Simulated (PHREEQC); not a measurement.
Make-up at 25 °C: 0.0066 mol HF, 0.0034 mol NaOH and 0.00093 mol LiCl per kg of water. Closed to the air; pH follows from the charge balance.

Model: ion-association model, wateq4f.dat, run in PHREEQC.

```csv
quantity,before,after
pH,3.31,3.24
ionic strength (mol/kgw),0.00484,0.00494
F- (mol/kgw),0.00387,0.00396
HF (mol/kgw),0.00261,0.00315
HF2- (mol/kgw),3.88e-5,4.79e-5
H2F2 (mol/kgw),1.77e-5,2.58e-5
```

Question: What was changed between the two runs?
A) 0.0012 mol/kgw Na2CO3 added
B) NaOH left out
C) HF from 0.0066 to 0.00726 mol/kgw
D) 0.00073 mol/kgw NaHCO3 added
E) 0.0036 mol/kgw FeCl3 added

Answer: C, HF from 0.0066 to 0.00726 mol/kgw

Precipitation was switched off in this run.
